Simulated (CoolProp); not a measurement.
Saturation properties of R245fa.

The numbers come from the reference Helmholtz-energy equation of state, Akasaka 2015 in CoolProp.

```tsv
T (°C)	p (MPa)	vapour density (kg/m³)	liquid viscosity (µPa s)	vapour viscosity (µPa s)	liquid conductivity (mW/(m K))
-1.15	0.05054	3.075	544	10.7	100.0
6.95	0.07243	4.313	491	11.1	97.5
14.95	0.1009	5.896	445	11.4	95.0
22.95	0.1377	7.909	404	11.7	92.6
30.95	0.1842	10.43	368	12.1	90.2
38.95	0.2421	13.55	336	12.4	87.8
46.95	0.3132	17.38	306	12.8	85.5
55.05	0.4006	22.09	279	13.1	83.1
```

It boils at 15.0 °C under 1 atm.

Viscosity comes from a separate model (Bell 2016), an estimate that may be off by 10 % or more. Thermal conductivity comes from a separate model (Huber 2003), an estimate that may be off by 10 % or more.
